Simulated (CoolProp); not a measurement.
Nitrogen along the isotherm -144.35 °C: density (kg/m³) from the reference equation and from simpler models built on Tc = -147.0 °C, pc = 33.96 bar, ω = 0.037; each cubic takes its own stable root.

Values from CoolProp's reference Helmholtz-energy equation of state, Span 2000.

```json
[
 {"p (bar)": "11.3", "phase": "gas", "reference": "33.31", "van der Waals": "32.94", "Redlich-Kwong": "33.40"},
 {"p (bar)": "22.6", "phase": "gas", "reference": "79.04", "van der Waals": "77.01", "Redlich-Kwong": "79.39"},
 {"p (bar)": "34", "phase": "supercritical", "reference": "168.3", "van der Waals": "162.0", "Redlich-Kwong": "168.1"},
 {"p (bar)": "45.3", "phase": "supercritical", "reference": "455.0", "van der Waals": "351.1", "Redlich-Kwong": "400.8"},
 {"p (bar)": "56.6", "phase": "supercritical", "reference": "504.9", "van der Waals": "388.1", "Redlich-Kwong": "459.1"},
 {"p (bar)": "67.9", "phase": "supercritical", "reference": "532.6", "van der Waals": "410.6", "Redlich-Kwong": "493.9"},
 {"p (bar)": "79.2", "phase": "supercritical", "reference": "552.5", "van der Waals": "427.1", "Redlich-Kwong": "519.6"},
 {"p (bar)": "90.6", "phase": "supercritical", "reference": "568.5", "van der Waals": "440.4", "Redlich-Kwong": "540.5"},
 {"p (bar)": "102", "phase": "supercritical", "reference": "581.8", "van der Waals": "451.6", "Redlich-Kwong": "558.0"},
 {"p (bar)": "113", "phase": "supercritical", "reference": "592.9", "van der Waals": "460.8", "Redlich-Kwong": "572.6"},
 {"p (bar)": "125", "phase": "supercritical", "reference": "603.6", "van der Waals": "469.7", "Redlich-Kwong": "586.7"},
 {"p (bar)": "136", "phase": "supercritical", "reference": "612.4", "van der Waals": "476.9", "Redlich-Kwong": "598.3"},
 {"p (bar)": "147", "phase": "supercritical", "reference": "620.4", "van der Waals": "483.5", "Redlich-Kwong": "608.9"},
 {"p (bar)": "158", "phase": "supercritical", "reference": "627.8", "van der Waals": "489.5", "Redlich-Kwong": "618.6"},
 {"p (bar)": "170", "phase": "supercritical", "reference": "635.3", "van der Waals": "495.5", "Redlich-Kwong": "628.4"}
]
```
